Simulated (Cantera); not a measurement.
An isothermal, constant-pressure homogeneous reactor starts with C2H6 : N2 = 1 : 830 (molar parts), at 1773 K and 0.000120 bar.

Model: GRI-Mech 3.0 (53 species, 325 reactions), integrated in Cantera. GRI-Mech 3.0 stops at C3 and has no aromatics, soot or wall deposition, so with more carbon than oxygen in the feed, carbon stays in small species such as C2H2 where larger ones or solid carbon would form. Radical loss at walls, strong at low pressure, is not modelled.

### Question
Predict: x(CH4) at 20.0 s; x(H) at 20.0 s; x(CH2) at 20.0 s; x(HCN) at 20.0 s; x(H2) at 20.0 s; x(C2H) at 20.0 s.

### Answer
```json
{
 "x(CH4) at 20.0 s": "1.69e-6 (gas-phase equilibrium 2.62e-12)",
 "x(H) at 20.0 s": "0.000158 (gas-phase equilibrium 0.00112)",
 "x(CH2) at 20.0 s": "1.11e-7 (gas-phase equilibrium 2.16e-11)",
 "x(HCN) at 20.0 s": "0.000106 (gas-phase equilibrium 0.00235)",
 "x(H2) at 20.0 s": "0.00232 (gas-phase equilibrium 0.00185)",
 "x(C2H) at 20.0 s": "6.07e-7 (gas-phase equilibrium 7.20e-8)"
}
```
